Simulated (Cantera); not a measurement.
Cantera run:

```python
import numpy as np
import cantera as ct

gas_names = [...]  # 114 gases of nasa_gas.yaml made of C, Fe, H, O
cond_names = """
    C(gr) C6H6(L) C7H8(L) C8H18(L),n-octa Fe(a) Fe(c) Fe(d) Fe(L) FeC5O5(L) FeO(s) FeO(L) Fe(OH)2(s)
    Fe(OH)3(s) Fe2O3(s) Fe3O4(s) H2O(s) H2O(L)
""".split()


# ... load() reads the species with a 1 bar reference pressure and builds the phases ...
atoms = {
    'Fe': {'Fe': 1},
    'CO': {'C': 1, 'O': 1},
    'H2': {'H': 2},
}
top_T = {'C(gr)': 4500, 'Fe2O3(s)': 1830, 'Fe3O4(s)': 1870}  # K; cautious upper limits of use, not melting points


# ... equilibrate(T, P, feed) seeds the gas with the atoms and calls Mixture.equilibrate('TP', solver="vcs", rtol=1e-11, max_steps=5000) ...
results = []
feed = {'Fe': 1, 'CO': 3.9, 'H2': 3.4}  # mol
T = 1598.15  # K
P = 101325  # Pa
mix = equilibrate(T, P, feed)
results.append((T, P, feed, dict(zip(mix.species_names, mix.species_moles))))
x = sorted(zip(gas.X, gas.species_names), reverse=True)
print(f"T = {T:g} K  P = {P:g} Pa  gas = {mix.phase_moles(0):.4g} mol")
print("   x: " + "  ".join(f"{s} {v:.3e}" for v, s in x if v > 1e-05))
print("   condensed (mol): " + ("  ".join(f"{mix.phase(i).name} {mix.phase_moles(i):.4g}"
      for i in range(1, mix.n_phases) if mix.phase_moles(i) > 1e-12) or "none"))
```

Output:

```
T = 1598.15 K  P = 101325 Pa  gas = 7.295 mol
   x: CO 5.342e-01  H2 4.651e-01  CH4 3.226e-04  H2O 2.489e-04  CO2 9.536e-05  H 3.612e-05  C2H2,acetylene 1.004e-05
   condensed (mol): Fe(c) 1
```

Method: chemical equilibrium by Gibbs-energy minimisation in Cantera with the NASA 1993 tables (ideal gas, pure condensed phases).
